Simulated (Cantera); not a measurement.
Input: 1 mol CCl₄, 0.029 mol HCl, held at 75.0 Torr.

Equilibrium computed with Cantera from the NASA thermochemical tables; the gas is ideal and each condensed phase is pure. Candidate condensed phases: C, C₆H₆, C₇H₈, C₈H₁₈; 103 gas species. Ions and electrons are included (thermal ionisation). The numbers say what is thermodynamically allowed, not how fast it happens.

### Question
What share of the C ends up in condensed phases as a function of T (K), at 2000, 2500, 3000, 3500, 4000, 4500, 5000?

### Answer
```json
[
 {"T (K)": "2000", "C condensed (%)": "99.9", "as": "C(graphite)"},
 {"T (K)": "2500", "C condensed (%)": "99.9", "as": "C(graphite)"},
 {"T (K)": "3000", "C condensed (%)": "95.5", "as": "C(graphite)"},
 {"T (K)": "3500", "C condensed (%)": "0.0", "as": "-"},
 {"T (K)": "4000", "C condensed (%)": "0.0", "as": "-"},
 {"T (K)": "4500", "C condensed (%)": "0.0", "as": "-"},
 {"T (K)": "5000", "C condensed (%)": "0.0", "as": "-"}
]
```
